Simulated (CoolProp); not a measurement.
Values from CoolProp's reference Helmholtz-energy equation of state, Zhou 2012.

Q: Give the vapour pressure (MPa), vapour viscosity (µPa s), liquid conductivity (mW/(m K)) of saturated m-xylene at 184.65, 221.75, 230.95 °C.

A: 
| T (°C) | p (MPa) | vapour viscosity (µPa s) | liquid conductivity (mW/(m K)) |
|---|---|---|---|
| 184.65 | 0.300 | 9.85 | 90.9 |
| 221.75 | 0.614 | 10.7 | 84.1 |
| 230.95 | 0.721 | 11.0 | 82.6 |

Viscosity comes from a separate model (Cao 2016). Thermal conductivity comes from a separate model (Mylona 2014).
